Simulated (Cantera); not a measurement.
Charge: 1 mol Si3N4, 0.42 mol CO2, 1.8 mol N2, held at 2125 K and 20.3 Torr.

Method: chemical equilibrium by Gibbs-energy minimisation in Cantera with the NASA 1993 tables (ideal gas, pure condensed phases). Candidate condensed phases: C, Si, SiC, SiO2, Si2N2O, Si3N4; 34 gas species. Mutual solubility and eutectic melting of coexisting phases are not modelled. The tables' values for SiN are old estimates; treat these amounts as uncertain. Rates play no part.

Base state: N2 0.813, SiO 0.113, CO 0.0665, Si 0.00643, Si2C 0.000289, Si2N 0.000220, SiN 0.000187, Si2 8.84e-5 (mole fractions); condensed: Si(l) + SiC(s).

What changes in the equilibrium state with this change: pressure from 20.3 Torr to 1.00 Torr?


```json
[
 {"species": "N2", "before": "0.813", "after": "0.704"},
 {"species": "Si", "before": "0.00643", "after": "0.130"},
 {"species": "SiO", "before": "0.113", "after": "0.0982"},
 {"species": "CO", "before": "0.0665", "after": "0.0576"},
 {"species": "Si3", "before": "1.79e-5", "after": "0.000362"},
 {"species": "Si2C", "before": "0.000289", "after": "0.00585"},
 {"species": "Si2", "before": "8.84e-5", "after": "0.00179"},
 {"species": "SiC2", "before": "3.30e-6", "after": "6.68e-5"},
 {"species": "Si2N", "before": "0.000220", "after": "0.000922"},
 {"species": "Si(l), mol", "before": "2.33", "after": "1.59"},
 {"species": "SiC(s), mol", "before": "0.108", "after": "0.0771"}
]
```

What changes in the equilibrium state with this change: 1.1 mol H2 added?


| species | before | after |
|---|---|---|
| N2 | 0.813 | 0.654 |
| H2 | 0 | 0.184 |
| SiO | 0.113 | 0.0911 |
| CO | 0.0665 | 0.0535 |
| H | 0 | 0.00948 |
| HCN | 0 | 0.000688 |
| SiH | 0 | 0.000233 |
| HNC | 0 | 4.84e-5 |
| Si(l), mol | 2.33 | 2.32 |
| SiC(s), mol | 0.108 | 0.103 |
Gases not in the tables: Si2H6 and higher silanes. Further candidate phases: C6H6, C7H8, C8H18, H2O.

What changes in the equilibrium state with this change: temperature from 2125 K to 1623 K?


| species | before | after |
|---|---|---|
| N2 | 0.813 | 0.999 |
| CO | 0.0665 | 0.00126 |
| SiO | 0.113 | 0.000128 |
| Si2C | 0.000289 | 1.39e-9 |
| Si2 | 8.84e-5 | <1e-9 |
| Si2N | 0.000220 | 5.38e-9 |
| Si3 | 1.79e-5 | <1e-9 |
| Si | 0.00643 | 3.74e-7 |
| Si(l), mol | 2.33 | 0 |
| SiC(s), mol | 0.108 | 0.417 |
| Si2N2O(s), mol | 0 | 0.837 |
| Si3N4(s), mol | 0 | 0.303 |
